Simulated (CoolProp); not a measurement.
Vapour-liquid equilibrium of R134a (1) + R245fa (2) at 0.656 MPa; x and y are mole fractions of (1).

Values from CoolProp's multi-fluid Helmholtz-energy mixture model, Tillner-Roth 1994 and Akasaka 2015; pair parameters Akasaka 2014.

```csv
x,bubble temperature (°C),y at the bubble point,dew temperature at overall composition x (°C),liquid density (mol/L)
0.05,68.9,0.127,71.3,9.082
0.2,58.6,0.422,66.6,9.551
0.35,49.9,0.622,61.3,9.992
0.5,42.6,0.760,55.4,10.42
0.65,36.3,0.859,48.5,10.83
0.8,30.8,0.931,40.2,11.25
0.95,26.0,0.985,29.2,11.69
```

No azeotrope shows between x = 0.05 and 0.95.

Pair parameters are fitted to limited data, so mixtures are less certain than the pure fluids.
